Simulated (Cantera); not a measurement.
A Cantera script and what it prints.

```python
import numpy as np
import cantera as ct

gas_names = """
    H HNO HNO2 HNO3 HO2 H2 H2O H2O2 Hg N NH NH2 NH3 NH2OH NO NO2 NO3 N2 N2H2 N2H4 N2O O OH O2 O3
""".split()
cond_names = """
    H2O(s) H2O(L) Hg(cr) Hg(L) HgO(s)
""".split()


# ... load() reads the species with a 1 bar reference pressure and builds the phases ...
atoms = {
    'HgO': {'Hg': 1, 'O': 1},
    'N2': {'N': 2},
    'H2': {'H': 2},
}
top_T = {}  # K; cautious upper limits of use, not melting points


# ... equilibrate(T, P, feed) seeds the gas with the atoms and calls Mixture.equilibrate('TP', solver="vcs", rtol=1e-11, max_steps=5000) ...
results = []
feed = {'HgO': 1, 'N2': 4, 'H2': 3.2}  # mol
T = 1073.15  # K
P = 2000  # Pa
mix = equilibrate(T, P, feed)
results.append((T, P, feed, dict(zip(mix.species_names, mix.species_moles))))
print(gas.report(threshold=1e-05))
for i in range(1, mix.n_phases):
    print(f"{mix.phase(i).name:16s} {mix.phase_moles(i):12.5e} mol")
```

Result:

```
       temperature   1073.2 K
          pressure   2000 Pa
           density   0.00916 kg/m^3
  mean mol. weight   40.866 kg/kmol
   phase of matter   gas

                          1 kg             1 kmol
                     ---------------   ---------------
          enthalpy             31611        1.2918e+06  J
   internal energy       -1.8673e+05       -7.6308e+06  J
           entropy            6205.2        2.5358e+05  J/K
    Gibbs function       -6.6275e+06       -2.7084e+08  J
 heat capacity c_p            783.11             32002  J/K
 heat capacity c_v            579.65             23688  J/K

                      mass frac. Y      mole frac. X     chem. pot. / RT
                     ---------------   ---------------   ---------------
                H2          0.013235           0.26829           -22.912
               H2O           0.05376           0.12195           -58.208
                Hg           0.59861           0.12195           -21.578
                N2            0.3344            0.4878           -29.677
     [  +21 minor]        3.0056e-07        7.6962e-07

Hg(L)             0.00000e+00 mol
```

Method: chemical equilibrium by Gibbs-energy minimisation in Cantera with the NASA 1993 tables (ideal gas, pure condensed phases).
